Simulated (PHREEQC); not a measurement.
Dissolve 28 mmol/kgw K2CO3, 0.63 mmol/kgw H4SiO4 and 23 mmol/kgw KH2PO4 at 43 °C. Closed to the air; pH follows from the charge balance.

Model: ion-association model, phreeqc.dat, run in PHREEQC.

Precipitation was switched off in this run.

Q: Predict the pH.

A: pH 9.19.

Q: In which forms is C present?

A: HCO3- 83 %, CO3-2 17 % of the C.

The solution is supersaturated, for example in Quartz (slow to form), so a real one may precipitate; this is no full list. Species that the database lacks are ignored. Away from 25 °C the constants follow the database's enthalpies or fits; those with neither stay at their 25 °C values.
